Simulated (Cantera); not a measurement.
Input: 1 mol Pb, 2.3 mol H2, equilibrated at 900 °C and 13.3 mbar.

These are equilibrium values from Cantera (NASA tables, ideal gas, pure condensed phases), not measurements of a reactor. Candidate condensed phases: Pb; 4 gas species. The numbers say what is thermodynamically allowed, not how fast it happens.

Base state: H2 0.968, Pb 0.0317 (mole fractions); condensed: Pb(l).

Q: What changes in the equilibrium state with this change: pressure from 13.3 mbar to 1.40 mbar?

A: 
```csv
species,before,after
H2,0.968,0.698
Pb,0.0317,0.302
"Pb(l), mol",0.925,0.00490
```
